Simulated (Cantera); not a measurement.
Charge: 1 mol CaCO3, 2 mol H2, at 2100 K and 6.75 Torr.

Cantera equilibrium calculation (NASA polynomials, part measured and part estimated; ideal gas, pure solids and liquids). Candidate condensed phases: C, C6H6, C7H8, C8H18, Ca, CaCO3, CaO, Ca(OH)2, H2O; 115 gas species. Equilibrium is a limit: real reactors are often held back by kinetics, nucleation or transport.

Base state: H2 0.365, CO 0.285, H2O 0.283, CO2 0.0447, H 0.0199, OH 0.00183, CaOH 8.46e-5, Ca 7.39e-5 (mole fractions); condensed: CaO(s).

Q: What changes in the equilibrium state with this change: H2 from 2 to 0.03 mol?

A: 
```
species       before     after
-----------  -------  --------
CO2           0.0447     0.805
CO             0.285     0.119
O2           2.34e-5    0.0437
H2             0.365  0.000739
H2O            0.283    0.0247
H             0.0199  0.000893
Ca(OH)2      6.05e-5   5.29e-6
Ca           7.39e-5   1.71e-6
O            7.09e-5   0.00306
CaO(s), mol    0.999     1.000
```

Q: What changes in the equilibrium state with this change: H2 from 2 to 4.8 mol?

A: 
| species | before | after |
|---|---|---|
| H2 | 0.365 | 0.641 |
| CO | 0.285 | 0.162 |
| H2O | 0.283 | 0.161 |
| CO2 | 0.0447 | 0.00823 |
| H | 0.0199 | 0.0263 |
| Ca | 7.39e-5 | 0.000228 |
| O2 | 2.34e-5 | 2.47e-6 |
| O | 7.09e-5 | 2.30e-5 |
| CaO(s), mol | 0.999 | 0.998 |
